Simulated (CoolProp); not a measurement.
A single-stage vapour-compression cycle with R143a: evaporating at 207.15 K (dew point), condensing at 236.15 K (bubble point), superheat 8 K, subcooling 2 K, compressor efficiency 0.6, no pressure losses. Each further row changes one setting.

Computed with CoolProp (reference Helmholtz-energy equation of state, Lemmon and Jacobsen 2000).

```
case                              cooling COP  pressure ratio  discharge temperature (K)  refrigerating effect (kJ/kg)  volumetric capacity (kJ/m³)
--------------------------------  -----------  --------------  -------------------------  ----------------------------  ---------------------------
as stated                                3.85            4.24                      283.0                           210                          382
evaporating temperature 212.15 K         4.85            3.20                      275.1                           213                          506
condensing temperature 231.15 K          4.74            3.40                      272.6                           217                          395
subcooling 7 K                           3.97            4.24                      283.0                           217                          395
superheat 18 K                           3.81            4.24                      294.2                           218                          378
compressor efficiency 0.5                3.21            4.24                      294.5                           210                          382
```
